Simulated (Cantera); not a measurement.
A closed system holds: 1 mol B, 0.027 mol H2O, equilibrated at 1675 K and 3150 Torr.

Cantera equilibrium calculation (NASA polynomials, part measured and part estimated; ideal gas, pure solids and liquids). Candidate condensed phases: B, B2O3, B3O3H3, H2O; 23 gas species. Mutual solubility and eutectic melting of coexisting phases are not modelled. The tables' values for BH2 are old estimates; treat these amounts as uncertain. Gases not in the tables: H3BO3, B2H6 and higher boranes. Kinetics and transport are ignored.

Base state: H2 0.976, B3O3H3 0.0131, HBO 0.00933, B2O2 0.000436, HBO2 0.000332, B2O3 0.000125, H 5.60e-5, H2O 5.01e-5 (mole fractions); condensed: B(s) + B2O3(l).

Task: What changes in the equilibrium state with this change: temperature from 1675 K to 848 K?

Result: 
| species | before | after |
|---|---|---|
| H2 | 0.976 | 0.990 |
| B3O3H3 | 0.0131 | 0.00964 |
| BH3 | 2.56e-5 | 3.94e-8 |
| HBO | 0.00933 | 4.72e-9 |
| B2O2 | 0.000436 | <1e-9 |
| HBO2 | 0.000332 | <1e-9 |
| B(s), mol | 0.982 | 0.982 |
| B2O3(l), mol | 0.00854 | 0.00874 |

Task: What changes in the equilibrium state with this change: temperature from 1675 K to 1300 K?

Result: 
| species | before | after |
|---|---|---|
| H2 | 0.976 | 0.986 |
| B3O3H3 | 0.0131 | 0.0140 |
| HBO | 0.00933 | 0.000140 |
| BO | 1.10e-5 | 2.75e-9 |
| B2O3 | 0.000125 | 4.43e-8 |
| B2O2 | 0.000436 | 2.78e-7 |
| B(s), mol | 0.982 | 0.982 |
| B2O3(l), mol | 0.00854 | 0.00862 |
